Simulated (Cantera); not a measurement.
# Moist CO burnout

An isothermal, constant-pressure homogeneous reactor starts with 0.155 % CO, 1.55 % O2, 1.26 % H2O, 97.0 % N2, equivalence ratio 0.050, at 1050 K and 120 Torr.

Detailed kinetics in Cantera: GRI-Mech 3.0 (53 species, 325 reactions).

```tsv
t (s)	x CO	x O2	x H2O	x HO2	x N2O
0.000200	0.00155	0.0155	0.0126	<1e-12	<1e-12
0.000523	0.00155	0.0155	0.0126	<1e-12	<1e-12
0.00137	0.00155	0.0155	0.0126	<1e-12	<1e-12
0.00358	0.00155	0.0155	0.0126	1.67e-12	<1e-12
0.00936	0.00155	0.0155	0.0126	2.19e-11	<1e-12
0.0245	0.00155	0.0155	0.0126	1.09e-9	<1e-12
0.0641	0.00150	0.0155	0.0126	6.75e-7	5.95e-10
0.168	0.000352	0.0149	0.0126	6.96e-7	2.34e-8
0.438	5.23e-5	0.0148	0.0126	2.32e-7	3.57e-8
1.15	7.16e-6	0.0148	0.0126	4.65e-8	4.04e-8
3.00	8.75e-7	0.0148	0.0126	7.67e-9	4.21e-8
```
x: mole fraction; the columns are a selection and need not sum to one.

Equilibrium at this temperature and pressure: CO 9.89e-12, O2 0.0148, H2O 0.0126, HO2 6.12e-11, N2O 5.44e-10 (gas phase only).
